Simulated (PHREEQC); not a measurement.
0.34 g of hydrous ferric oxide (600 m²/g; 0.2 weak and 0.005 strong sites per Fe, Dzombak-Morel constants, diffuse double layer) in 1 kg of water with 0.005 mol/kgw of an inert sodium salt and 0.00013 mol MnCl2 and 4e-06 mol Ag2SO4, at 25 °C; the pH is set by adding NaOH or the inert anion's acid. No oxygen is let in. No CO2 enters from the air. Precipitation was switched off in this run.

The series has 17 steps of pH, from 4 to 12.

Model: ion-association model, wateq4f.dat, run in PHREEQC.

Q: Near which pH is half of the Mn sorbed, and on which side is more sorbed?

A: Near pH 7.5, with more sorbed at higher pH.

Q: Near which pH is half of the S sorbed, and on which side is more sorbed?

A: Near pH 6.8, with more sorbed at lower pH.

Q: Near which pH is half of the Ag sorbed, and on which side is more sorbed?

A: Near pH 8.7, with more sorbed at higher pH.

Along this series the solution becomes supersaturated in solids that the run did not let form, among them Cerargyrite.
